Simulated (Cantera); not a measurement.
A Cantera script and what it prints.

```python
import numpy as np
import cantera as ct

gas_names = """
    N NO NO2 NO3 N2 N2O O O2 O3 Si SiN SiO SiO2 Si2 Si2N Si3
""".split()
cond_names = """
    Si(cr) Si(L) SiO2(Lqz) SiO2(hqz) SiO2(L) Si2N2O(s) Si3N4(a)
""".split()


# ... load() reads the species with a 1 bar reference pressure and builds the phases ...
atoms = {
    'Si3N4': {'Si': 3, 'N': 4},
    'O2': {'O': 2},
    'N2': {'N': 2},
    'N2O': {'N': 2, 'O': 1},
}
top_T = {'Si2N2O(s)': 2100, 'Si3N4(a)': 2400}  # K; cautious upper limits of use, not melting points


# ... equilibrate(T, P, feed) seeds the gas with the atoms and calls Mixture.equilibrate('TP', solver="vcs", rtol=1e-11, max_steps=5000) ...
results = []
feed = {'Si3N4': 1, 'O2': 0.0026, 'N2': 280, 'N2O': 0.057}  # mol
P = 7.3  # Pa
for T in [1523, 1598, 1673, 1748, 1823, 1898, 1973, 2048, 2123, 2198]:
    mix = equilibrate(T, P, feed)
    results.append((T, P, feed, dict(zip(mix.species_names, mix.species_moles))))
    x = sorted(zip(gas.X, gas.species_names), reverse=True)
    print(f"T = {T:g} K  P = {P:g} Pa  gas = {mix.phase_moles(0):.4g} mol")
    print("   x: " + "  ".join(f"{s} {v:.3e}" for v, s in x if v > 1e-06))
    print("   condensed (mol): " + ("  ".join(f"{mix.phase(i).name} {mix.phase_moles(i):.4g}"
          for i in range(1, mix.n_phases) if mix.phase_moles(i) > 1e-12) or "none"))
```

Result:

```
T = 1523 K  P = 7.3 Pa  gas = 282.2 mol
   x: N2 9.995e-01  Si 2.470e-04  SiO 2.204e-04  Si2N 3.797e-06  SiN 2.461e-06
   condensed (mol): Si(cr) 2.865
T = 1598 K  P = 7.3 Pa  gas = 282.5 mol
   x: N2 9.985e-01  Si 1.281e-03  SiO 2.202e-04  Si2N 1.589e-05  SiN 9.494e-06  Si2 3.153e-06
   condensed (mol): Si(cr) 2.562
T = 1673 K  P = 7.3 Pa  gas = 283.8 mol
   x: N2 9.939e-01  Si 5.723e-03  SiO 2.192e-04  Si2N 5.820e-05  SiN 3.233e-05  Si2 2.203e-05  Si3 5.438e-06
   condensed (mol): Si(cr) 1.255
T = 1748 K  P = 7.3 Pa  gas = 285 mol
   x: N2 9.895e-01  Si 1.012e-02  SiO 2.182e-04  SiN 4.463e-05  Si2N 3.865e-05  Si2 2.641e-05  Si3 3.286e-06
   condensed (mol): none
T = 1823 K  P = 7.3 Pa  gas = 285 mol
   x: N2 9.895e-01  Si 1.023e-02  SiO 2.182e-04  SiN 3.600e-05  Si2 1.118e-05  Si2N 9.534e-06
   condensed (mol): none
T = 1898 K  P = 7.3 Pa  gas = 285.1 mol
   x: N2 9.895e-01  Si 1.026e-02  SiO 2.182e-04  SiN 2.935e-05  Si2 5.001e-06  Si2N 2.595e-06
   condensed (mol): none
T = 1973 K  P = 7.3 Pa  gas = 285.1 mol
   x: N2 9.895e-01  Si 1.028e-02  SiO 2.182e-04  SiN 2.427e-05  Si2 2.371e-06
   condensed (mol): none
T = 2048 K  P = 7.3 Pa  gas = 285.1 mol
   x: N2 9.895e-01  Si 1.028e-02  SiO 2.182e-04  SiN 2.035e-05  Si2 1.185e-06
   condensed (mol): none
T = 2123 K  P = 7.3 Pa  gas = 285.1 mol
   x: N2 9.895e-01  Si 1.029e-02  SiO 2.182e-04  SiN 1.727e-05
   condensed (mol): none
T = 2198 K  P = 7.3 Pa  gas = 285.1 mol
   x: N2 9.895e-01  Si 1.029e-02  SiO 2.182e-04  SiN 1.482e-05  N 1.417e-06
   condensed (mol): none
```

These are equilibrium values from Cantera (NASA tables, ideal gas, pure condensed phases), not measurements of a reactor. The tables' values for SiN are old estimates; treat these amounts as uncertain.
